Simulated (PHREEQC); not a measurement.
A solution holds 12 mmol/kgw HF, 0.2 mmol/kgw (CH3)4NF and 1.6 mmol/kgw HCl, at 25 °C. Closed to the air; pH follows from the charge balance.

The numbers come from PHREEQC with the ion-association model, phreeqc.dat.

Precipitation was switched off in this run.

Order these F species by the share of F that they hold, largest first: HF, HF2-, F-.

HF (81 %), F- (17 %), HF2- (1.3 %)

The pH is 2.47 and the ionic strength 0.00378 mol/kgw. (CH3)4N+ isn't in the database: it is added as a free cation with an ion size of 4 Å.
